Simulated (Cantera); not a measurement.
An isothermal, constant-pressure homogeneous reactor starts with H2 : O2 : N2 = 1.4 : 1 : 11 (molar parts), at 1025 K and 100000 Pa.

Cantera simulation using the H2/O2 subset of GRI-Mech 3.0, which has no nitrogen chemistry; the numbers are that mechanism's predictions, not measurements. The temperature is held fixed by assumption; the heat of reaction is taken as removed at once.

x: mole fraction; the columns are a selection and need not sum to one.

| t (s) | x H2 | x O2 | x O | x H | x HO2 |
|---|---|---|---|---|---|
| 2.00e-6 | 0.104 | 0.0746 | <1e-12 | 2.09e-11 | 2.32e-11 |
| 7.46e-6 | 0.104 | 0.0746 | 8.05e-12 | 7.80e-11 | 9.71e-11 |
| 2.78e-5 | 0.104 | 0.0746 | 6.07e-11 | 4.20e-10 | 5.58e-10 |
| 0.000104 | 0.104 | 0.0746 | 1.74e-9 | 1.13e-8 | 1.50e-8 |
| 0.000386 | 0.0991 | 0.0721 | 0.000209 | 0.00141 | 4.63e-5 |
| 0.00144 | 0.00456 | 0.0258 | 2.17e-5 | 2.90e-5 | 2.50e-5 |
| 0.00537 | 0.00307 | 0.0251 | 1.55e-6 | 1.57e-6 | 1.85e-5 |
| 0.0200 | 0.00197 | 0.0246 | 9.96e-7 | 8.14e-7 | 1.50e-5 |
| 0.0746 | [?] | 0.0240 | [?] | [?] | [?] |
| 0.278 | 0.000131 | 0.0237 | 3.59e-8 | 1.28e-8 | 2.44e-6 |
| 1.04 | 2.00e-5 | 0.0236 | 2.01e-9 | 6.21e-10 | 4.77e-7 |
| 3.86 | 1.85e-6 | 0.0236 | 1.03e-10 | 2.93e-11 | 5.67e-8 |
| 14.4 | [?] | 0.0236 | 1.38e-11 | <1e-12 | 5.47e-10 |
| 53.7 | 1.31e-10 | 0.0236 | 4.97e-11 | <1e-12 | 2.83e-10 |
| 200 | 1.31e-10 | 0.0236 | 5.11e-11 | <1e-12 | 2.80e-10 |

What belongs in the gaps?


- 0.0746, x H2: 0.000704
- 0.0746, x O: 3.28e-7
- 0.0746, x H: 1.75e-7
- 0.0746, x HO2: 8.30e-6
- 14.4, x H2: 2.59e-9
